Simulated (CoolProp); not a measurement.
Vapour-liquid equilibrium of hydrogen chloride (1) + ethane (2) at 261.1 K; x and y are mole fractions of (1).

The numbers come from the multi-fluid Helmholtz-energy mixture model, Thol 2018 and Bücker 2006; pair parameters Bell 2016 in CoolProp.

```tsv
x	bubble pressure (MPa)	y at the bubble point	dew pressure at overall composition x (MPa)	liquid density (mol/L)
0.05	1.886	0.092	1.829	14.44
0.15	2.083	0.232	1.967	15.00
0.25	2.222	0.335	2.109	15.65
0.35	2.312	0.416	2.241	16.43
0.45	2.363	0.486	2.340	17.38
0.55	2.378	0.549	2.378	18.51
0.65	2.361	0.612	2.335	19.87
0.75	2.306	0.681	2.224	21.47
0.85	2.199	0.769	2.083	23.34
0.95	2.008	0.900	1.936	25.50
```

y crosses x between x = 0.45 and 0.55: the model has an azeotrope there.

Pair parameters are fitted to limited data, so mixtures are less certain than the pure fluids.
